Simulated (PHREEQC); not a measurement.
## Silver or lead bath

Dissolve 0.12 mol/kgw Pb(NO3)2 and 0.13 mol/kgw KNO3 at 25 °C. It is in equilibrium with CO2 at log p = 0 (atm). Otherwise closed; pH follows from the charge balance.

The numbers come from PHREEQC with the ion-association model, wateq4f.dat.

Each row changes one thing in this solution. No solid was allowed to form.

```csv
case,pH,ionic strength (mol/kgw),NO3- (mol/kgw),HCO3- (mol/kgw)
as made,3.33,0.362,0.306,4.50e-5
diluted 10-fold with water,3.57,0.0443,0.0347,6.76e-5
temperature from 25 to 15 °C,3.30,0.361,0.306,4.78e-5
Pb(NO3)2 from 0.12 to 0.108 mol/kgw,3.34,?,?,?
Pb(NO3)2 left out,3.90,0.130,0.130,0.000155
temperature from 25 to 10 °C,3.28,0.361,0.306,4.91e-5
diluted 100-fold with water,3.80,0.00485,0.00366,0.000103
Pb(NO3)2 from 0.12 to 0.06 mol/kgw,3.43,0.254,?,5.56e-5
KNO3 left out,3.28,0.257,0.189,3.91e-5
```

**Question.** Some entries are withheld; supply them.

**Answer.** 
- Pb(NO3)2 from 0.12 to 0.108 mol/kgw, ionic strength (mol/kgw): 0.342
- Pb(NO3)2 from 0.12 to 0.108 mol/kgw, NO3- (mol/kgw): 0.290
- Pb(NO3)2 from 0.12 to 0.108 mol/kgw, HCO3- (mol/kgw): 4.64e-5
- Pb(NO3)2 from 0.12 to 0.06 mol/kgw, NO3- (mol/kgw): 0.222

Away from 25 °C the constants follow the database's enthalpies or fits; those with neither stay at their 25 °C values.
